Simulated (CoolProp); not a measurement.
Values from CoolProp's reference Helmholtz-energy equation of state, Lemmon 2006. It is a short technical equation, of lower accuracy than the large ones.

For isopentane, give the phase and the density (kg/m³), cv (kJ/(kg K)), Joule-Thomson coefficient (K/MPa), isothermal compressibility (1/MPa) at 130.85 °C and 4.45 MPa; 139.45 °C and 4.45 MPa; 208.25 °C and 4.45 MPa.


- 130.85 °C and 4.45 MPa: liquid; density 499, cv 2.15, Joule-Thomson coefficient 0.146, isothermal compressibility 0.00961
- 139.45 °C and 4.45 MPa: liquid; density 485, cv 2.18, Joule-Thomson coefficient 0.252, isothermal compressibility 0.0116
- 208.25 °C and 4.45 MPa: supercritical; density 226, cv 2.61, Joule-Thomson coefficient 12.1, isothermal compressibility 0.872
